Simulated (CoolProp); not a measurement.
Vapour-liquid equilibrium of R22 (1) + n-hexane (2) at 265.1 K; x and y are mole fractions of (1).

The numbers come from the multi-fluid Helmholtz-energy mixture model, Kamei 1995 and Thol 2019; pair parameters Bell 2016 in CoolProp.

```json
[
 {"x": "0.05", "bubble pressure (MPa)": "0.03548", "y at the bubble point": "0.894", "dew pressure at overall composition x (MPa)": "0.004068", "liquid density (mol/L)": "8.151"},
 {"x": "0.15", "bubble pressure (MPa)": "0.09437", "y at the bubble point": "0.963", "dew pressure at overall composition x (MPa)": "0.004545", "liquid density (mol/L)": "8.602"},
 {"x": "0.25", "bubble pressure (MPa)": "0.1449", "y at the bubble point": "0.977", "dew pressure at overall composition x (MPa)": "0.005149", "liquid density (mol/L)": "9.094"},
 {"x": "0.35", "bubble pressure (MPa)": "0.1864", "y at the bubble point": "0.984", "dew pressure at overall composition x (MPa)": "0.005938", "liquid density (mol/L)": "9.634"},
 {"x": "0.45", "bubble pressure (MPa)": "0.2200", "y at the bubble point": "0.987", "dew pressure at overall composition x (MPa)": "0.007012", "liquid density (mol/L)": "10.23"},
 {"x": "0.55", "bubble pressure (MPa)": "0.2482", "y at the bubble point": "0.990", "dew pressure at overall composition x (MPa)": "0.008559", "liquid density (mol/L)": "10.89"},
 {"x": "0.65", "bubble pressure (MPa)": "0.2736", "y at the bubble point": "0.992", "dew pressure at overall composition x (MPa)": "0.01098", "liquid density (mol/L)": "11.63"},
 {"x": "0.75", "bubble pressure (MPa)": "0.2990", "y at the bubble point": "0.994", "dew pressure at overall composition x (MPa)": "0.01531", "liquid density (mol/L)": "12.46"},
 {"x": "0.85", "bubble pressure (MPa)": "0.3272", "y at the bubble point": "0.996", "dew pressure at overall composition x (MPa)": "0.02528", "liquid density (mol/L)": "13.41"},
 {"x": "0.95", "bubble pressure (MPa)": "0.3605", "y at the bubble point": "0.998", "dew pressure at overall composition x (MPa)": "0.07230", "liquid density (mol/L)": "14.51"}
]
```

No azeotrope shows between x = 0.05 and 0.95.

The pair parameters rest on a limited set of measurements; away from them the model extrapolates. With so large a gap from Raoult's law the liquid may split in two, which this calculation doesn't test in full.
